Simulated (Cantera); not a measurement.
## Thermodynamics of carbothermic reduction, feed Fe3O4 + C + N2

Feed: 1 mol Fe3O4, a varied amount of C, 1 mol N2, at 827 °C and 43000 Pa.

These are equilibrium values from Cantera (NASA tables, ideal gas, pure condensed phases), not measurements of a reactor. Candidate condensed phases: C, Fe, Fe(CO)5, FeO, Fe2O3, Fe3O4; 27 gas species. Mutual solubility and eutectic melting of coexisting phases are not modelled. The tables' stoichiometric FeO is somewhat more stable than real wüstite, so its field is too wide. FeO: taken at fixed stoichiometry. Condensed phases not in the tables: cementite and carbon dissolved in iron. Rates play no part.

At 0.37 mol C the condensed part is FeO(s) + Fe3O4(s). At 0.61 mol C the condensed part is FeO(s). From 1 mol C to 2.6 mol C the condensed part is Fe(α) + FeO(s). From 4.3 mol C to 7 mol C the condensed part is C(graphite) + Fe(α).

```json
[
 {"n(C) (mol)": "0.37", "x CO": "0.0142", "x N2": "0.730", "x CO2": "0.256", "n FeO(s)": "2.16", "n Fe3O4(s)": "0.279", "n Fe(α)": "0", "n C(graphite)": "0"},
 {"n(C) (mol)": "0.61", "x CO": "0.137", "x N2": "0.621", "x CO2": "0.242", "n FeO(s)": "3.00", "n Fe3O4(s)": "0", "n Fe(α)": "0", "n C(graphite)": "0"},
 {"n(C) (mol)": "1", "x CO": "0.409", "x N2": "0.500", "x CO2": "0.0912", "n FeO(s)": "2.82", "n Fe3O4(s)": "0", "n Fe(α)": "0.182", "n C(graphite)": "0"},
 {"n(C) (mol)": "1.6", "x CO": "0.503", "x N2": "0.385", "x CO2": "0.112", "n FeO(s)": "2.11", "n Fe3O4(s)": "0", "n Fe(α)": "0.892", "n C(graphite)": "0"},
 {"n(C) (mol)": "2.6", "x CO": "0.590", "x N2": "0.278", "x CO2": "0.132", "n FeO(s)": "0.926", "n Fe3O4(s)": "0", "n Fe(α)": "2.07", "n C(graphite)": "0"},
 {"n(C) (mol)": "4.3", "x CO": "0.773", "x N2": "0.205", "x CO2": "0.0227", "n FeO(s)": "0", "n Fe3O4(s)": "0", "n Fe(α)": "3.00", "n C(graphite)": "0.411"},
 {"n(C) (mol)": "7", "x CO": "0.773", "x N2": "0.205", "x CO2": "0.0227", "n FeO(s)": "0", "n Fe3O4(s)": "0", "n Fe(α)": "3.00", "n C(graphite)": "3.11"}
]
```
x: gas mole fraction; n: condensed amount in mol.
